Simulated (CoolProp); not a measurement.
A simple Rankine cycle with R236EA: condensing at 305.15 K, boiler at 0.829 MPa, turbine inlet 350.4 K, turbine efficiency 0.9, pump efficiency 0.8, no recuperator. Each further row changes one setting.

The numbers come from the reference Helmholtz-energy equation of state, Rui 2013 in CoolProp.

```json
[
 {"case": "as stated", "thermal efficiency (%)": "8.9", "net work (kJ/kg)": "16.3", "heat in (kJ/kg)": "184", "turbine exit temperature (K)": "322.7", "volume ratio over the turbine": "(withheld)"},
 {"case": "turbine inlet 370.4 K", "thermal efficiency (%)": "8.7", "net work (kJ/kg)": "17.9", "heat in (kJ/kg)": "205", "turbine exit temperature (K)": "343.6", "volume ratio over the turbine": "3.24"},
 {"case": "condensing temperature 297.15 K", "thermal efficiency (%)": "10.4", "net work (kJ/kg)": "20.3", "heat in (kJ/kg)": "194", "turbine exit temperature (K)": "(withheld)", "volume ratio over the turbine": "4.34"},
 {"case": "boiler pressure 0.58 MPa", "thermal efficiency (%)": "6.3", "net work (kJ/kg)": "(withheld)", "heat in (kJ/kg)": "189", "turbine exit temperature (K)": "332.4", "volume ratio over the turbine": "2.24"},
 {"case": "turbine efficiency 0.8", "thermal efficiency (%)": "7.8", "net work (kJ/kg)": "14.5", "heat in (kJ/kg)": "184", "turbine exit temperature (K)": "324.7", "volume ratio over the turbine": "3.34"}
]
```

### Question
What belongs in the gaps?

### Answer

- as stated, volume ratio over the turbine: 3.31
- condensing temperature 297.15 K, turbine exit temperature (K): 317.1
- boiler pressure 0.58 MPa, net work (kJ/kg): 11.9
